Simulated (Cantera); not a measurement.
Input: 1 mol c-C4F8, 0.52 mol H2, equilibrated at 3198.15 K and 20000 Pa.

Method: chemical equilibrium by Gibbs-energy minimisation in Cantera with the NASA 1993 tables (ideal gas, pure condensed phases). Candidate condensed phases: C, C6H6, C7H8, C8H18; 95 gas species. The feed counts by its element totals alone. Gases not in the tables: C2F6 and larger saturated fluorocarbons. The numbers say what is thermodynamically allowed, not how fast it happens.

Base state: F 0.576, CF2 0.161, HF 0.148, CF 0.0979, C3 0.0113, C 0.00148, C2 0.00119, CF3 0.00112 (mole fractions); condensed: C(graphite).

Problem. What changes in the equilibrium state with this change: temperature from 3198.15 K to 673.15 K?

Solution. 
| species | before | after |
|---|---|---|
| CF4 | 0.000205 | 0.626 |
| HF | 0.148 | 0.374 |
| F | 0.576 | <1e-9 |
| CF2 | 0.161 | <1e-9 |
| CF | 0.0979 | <1e-9 |
| C3 | 0.0113 | <1e-9 |
| C | 0.00148 | <1e-9 |
| C2 | 0.00119 | <1e-9 |
| C(graphite), mol | 1.91 | 2.26 |
Condensed phases not in the tables: fluorocarbon polymer.

Problem. What changes in the equilibrium state with this change: temperature from 3198.15 K to 1500 K?

Solution. 
```
species             before    after
----------------  --------  -------
CF4               0.000205    0.626
HF                   0.148    0.374
CF2                  0.161  7.56e-5
F                    0.576  5.87e-6
CF                  0.0979    <1e-9
C3                  0.0113    <1e-9
C                  0.00148    <1e-9
C2                 0.00119    <1e-9
C5                0.000362    <1e-9
C(graphite), mol      1.91     2.26
```
